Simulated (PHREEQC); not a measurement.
**Copper plating or etch bath**

Dissolve 0.017 mol/kgw CuCl2, 6.1e-05 mol/kgw HBF4 and 0.00013 mol/kgw H3BO3 at 65 °C. Closed to the air; pH follows from the charge balance.

Model: ion-association model, phreeqc.dat, run in PHREEQC.

| Quantity | Value |
|---|---|
| pH | 3.79 |
| ionic strength | 0.0449 mol/kgw |
| total alkalinity | -0.244 meq/kg |

```json
[
 {"species": "Cl-", "molality": "0.0309", "activity": "0.0250", "log γ": "-0.092"},
 {"species": "Cu+2", "molality": "0.0139", "activity": "0.00652", "log γ": "-0.328"},
 {"species": "CuCl+", "molality": "0.00304", "activity": "0.00246", "log γ": "-0.091"},
 {"species": "H3BO3", "molality": "0.000191", "activity": "0.000193", "log γ": "0.004"},
 {"species": "H+", "molality": "0.000190", "activity": "0.000162", "log γ": "-0.071"},
 {"species": "F-", "molality": "0.000154", "activity": "0.000124", "log γ": "-0.094"},
 {"species": "HF", "molality": "6.46e-5", "activity": "6.53e-5", "log γ": "0.004"},
 {"species": "CuCl2", "molality": "4.79e-5", "activity": "4.84e-5", "log γ": "0.004"},
 {"species": "CuF+", "molality": "2.50e-5", "activity": "2.04e-5", "log γ": "-0.089"},
 {"species": "Cu2(OH)2+2", "molality": "5.35e-6", "activity": "2.36e-6", "log γ": "-0.356"},
 {"species": "CuOH+", "molality": "4.97e-7", "activity": "4.03e-7", "log γ": "-0.091"}
]
```

No solid was allowed to form. Constants without temperature data keep their 25 °C values here. Real BF4- forms and hydrolyses slowly; the run takes it at equilibrium.
